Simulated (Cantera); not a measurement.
Thermodynamics of calcination and drying, feed MgSO4 + C + CO2

Feed: 1 mol MgSO4, 0.42 mol C, 0.61 mol CO2, held at 875 K.

These are equilibrium values from Cantera (NASA tables, ideal gas, pure condensed phases), not measurements of a reactor. Candidate condensed phases: C, Mg, MgCO3, MgO, MgS, MgSO4, S; 26 gas species. Gases not in the tables: S3 to S7. The numbers say what is thermodynamically allowed, not how fast it happens.

```tsv
P (Pa)	x CO2	x SO2	x S2	x S8	x S2O	n MgO(s)	n MgSO4(s)
10	0.550	0.449	<1e-12	<1e-12	<1e-12	0.841	0.159
68	0.551	0.449	<1e-12	<1e-12	<1e-12	0.840	0.160
460	0.551	0.449	<1e-12	<1e-12	<1e-12	0.840	0.160
3200	0.551	0.449	2.21e-12	<1e-12	3.20e-11	0.840	0.160
22000	0.551	0.449	3.39e-8	<1e-12	7.14e-8	0.840	0.160
150000	0.552	0.447	0.000484	<1e-12	0.000150	0.835	0.165
1000000	0.749	0.195	0.0442	0.00497	0.00472	0.460	0.540
```
x: gas mole fraction; n: condensed amount in mol.

From 10.0 Pa to 1000000 Pa the condensed part is MgO(s) + MgSO4(s).
